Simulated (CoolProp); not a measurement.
R1132(E) along the isotherm 330.8 K: density (kg/m³) from the reference equation and from simpler models built on Tc = 348.8 K, pc = 51.74 bar, ω = 0.245; each cubic takes its own stable root.

Computed with CoolProp (reference Helmholtz-energy equation of state, Akasaka 2024).

```tsv
p (bar)	phase	reference	van der Waals	Soave-Redlich-Kwong	Peng-Robinson
7.22	gas	17.90	17.68	17.86	17.97
14.4	gas	38.43	37.37	38.25	38.73
21.7	gas	63.58	60.48	62.98	64.26
28.9	gas	95.95	88.12	94.19	97.02
43.3	liquid	773.3	457.0	632.8	711.9
50.6	liquid	787.6	485.5	653.3	734.1
57.8	liquid	799.6	504.0	670.0	752.4
65	liquid	810.1	518.3	684.4	768.2
```
